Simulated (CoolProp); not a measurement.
Vapour-liquid equilibrium of R125 (1) + R143a (2) at 0.383 MPa; x and y are mole fractions of (1).

The numbers come from the multi-fluid Helmholtz-energy mixture model, Lemmon 2005 and Lemmon and Jacobsen 2000; pair parameters Lemmon 2004 in CoolProp.

```
x     bubble temperature (K)  y at the bubble point  dew temperature at overall composition x (K)  liquid density (mol/L)
----  ----------------------  ---------------------  --------------------------------------------  ----------------------
0.05                   258.6                  0.049                                         258.6                   12.69
0.15                   258.7                  0.149                                         258.7                   12.56
0.25                   258.7                  0.252                                         258.7                   12.44
0.35                   258.6                  0.357                                         258.6                   12.32
0.45                   258.5                  0.462                                         258.5                   12.20
0.55                   258.3                  0.567                                         258.3                   12.09
0.65                   258.0                  0.671                                         258.1                   11.97
0.75                   257.7                  0.771                                         257.8                   11.87
0.85                   257.3                  0.867                                         257.4                   11.76
0.95                   256.8                  0.957                                         256.9                   11.65
```

y crosses x between x = 0.15 and 0.25: the model has an azeotrope there.

Pair parameters are fitted to limited data, so mixtures are less certain than the pure fluids.
